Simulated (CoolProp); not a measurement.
Aqueous sodium chloride as a coolant, at 27 °C, 1 atm.

The numbers come from the Melinder's fits for secondary coolants in CoolProp.

| mass % | freezing point (°C) | cp (kJ/(kg K)) | Prandtl number | density (kg/m³) | conductivity (W/(m K)) |
|---|---|---|---|---|---|
| 5.9 | -3.6 | 3.896 | 6.07 | 1038 | 0.604 |
| 8.4 | -5.4 | 3.793 | 6.23 | 1056 | 0.602 |
| 10.8 | -7.2 | 3.703 | 6.42 | 1074 | 0.599 |
| 13.2 | -9.2 | 3.619 | 6.64 | 1092 | 0.597 |
| 15.6 | -11.5 | 3.542 | 6.92 | 1110 | 0.594 |
| 18 | -14.1 | 3.471 | 7.26 | 1129 | 0.591 |
| 20.5 | -17.1 | 3.404 | 7.72 | 1148 | 0.588 |
